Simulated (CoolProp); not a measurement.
A closed Brayton cycle with dry air: compressor inlet 324.15 K and 1.4 MPa, high pressure 3.03 MPa, turbine inlet 760 K, compressor efficiency 0.8, turbine efficiency 0.9, recuperator effectiveness 0 (on enthalpy, no pinch check). Each further row changes one setting.

The numbers come from the reference Helmholtz-energy equation of state, Lemmon 2000 in CoolProp. It is a pseudo-pure fit of the blend.

```json
[
 {"case": "as stated", "thermal efficiency (%)": "10.5", "net work (kJ/kg)": "37.3", "compressor to turbine work": "0.73", "compressor exit (K)": "424.0", "turbine exit (K)": "632.2"},
 {"case": "turbine inlet 710 K", "thermal efficiency (%)": "(withheld)", "net work (kJ/kg)": "28.1", "compressor to turbine work": "(withheld)", "compressor exit (K)": "424.0", "turbine exit (K)": "589.4"},
 {"case": "compressor inlet 334.15 K", "thermal efficiency (%)": "(withheld)", "net work (kJ/kg)": "34.1", "compressor to turbine work": "0.75", "compressor exit (K)": "436.9", "turbine exit (K)": "632.2"},
 {"case": "high pressure 2.58 MPa", "thermal efficiency (%)": "8.9", "net work (kJ/kg)": "33.7", "compressor to turbine work": "0.70", "compressor exit (K)": "401.4", "turbine exit (K)": "657.0"},
 {"case": "recuperator effectiveness 0.5", "thermal efficiency (%)": "15.0", "net work (kJ/kg)": "37.3", "compressor to turbine work": "0.73", "compressor exit (K)": "424.0", "turbine exit (K)": "632.2"}
]
```

Fill in the missing entries.


- turbine inlet 710 K, thermal efficiency (%): 9.3
- turbine inlet 710 K, compressor to turbine work: 0.78
- compressor inlet 334.15 K, thermal efficiency (%): 9.9
